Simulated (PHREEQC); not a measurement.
## Acid mine or pickling water: an equilibrium model

A made-up water analysis in mg/kgw, 25 °C, pH 1.97, pe 9.5:

| constituent | mg/kgw |
|---|---|
| Na | 2180 |
| K | 97.6 |
| Ca | 135 |
| Mg | 326 |
| Cl | 207 |
| S(6) as SO4 | 6900 |
| Zn | 34.6 |

Cl is adjusted to close the charge balance.
Valence states are taken as typed.

The numbers come from PHREEQC with the ion-association model, phreeqc.dat.

No solid was allowed to form.

Task: Predict the ionic strength, specific conductance, density.

Result: ionic strength 0.172 mol/kgw; specific conductance 14100 µS/cm; density 1.006 g/cm³.

Task: In which forms is S present?

Result: SO4-2 56 %, HSO4- 24 %, MgSO4 9.3 %, NaSO4- 7.8 %, CaSO4 1.9 % of the S.

Species that the database lacks are ignored.
